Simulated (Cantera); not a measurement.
An adiabatic, constant-volume homogeneous reactor starts with CO : H2 : O2 : N2 = 1 : 0.064 : 0.484 : 3.29 (molar parts), equivalence ratio 1.1, at 1650 K and 0.220 bar.

Computed with Cantera and GRI-Mech 3.0 (53 species, 325 reactions).

Predict: time of steepest temperature rise; temperature at 0.200 s; equilibrium temperature; x(CO) at 0.200 s; x(H2) at 0.200 s; x(O2) at 0.200 s; x(H2O) at 0.200 s; x(O) at 0.200 s; x(H2O2) at 0.200 s; x(NO2) at 0.200 s.


```json
{
  "time_of_steepest_temperature_rise": "0.152 ms",
  "temperature at 0.200 s": "2656 K",
  "equilibrium_temperature": "2656 K",
  "x(CO) at 0.200 s": "0.0985 (gas-phase equilibrium 0.0985)",
  "x(H2) at 0.200 s": "0.00109 (gas-phase equilibrium 0.00109)",
  "x(O2) at 0.200 s": "0.0289 (gas-phase equilibrium 0.0289)",
  "x(H2O) at 0.200 s": "0.00881 (gas-phase equilibrium 0.00881)",
  "x(O) at 0.200 s": "0.00883 (gas-phase equilibrium 0.00883)",
  "x(H2O2) at 0.200 s": "8.37e-9 (gas-phase equilibrium 8.37e-9)",
  "x(NO2) at 0.200 s": "1.72e-6 (gas-phase equilibrium 1.72e-6)"
}
```
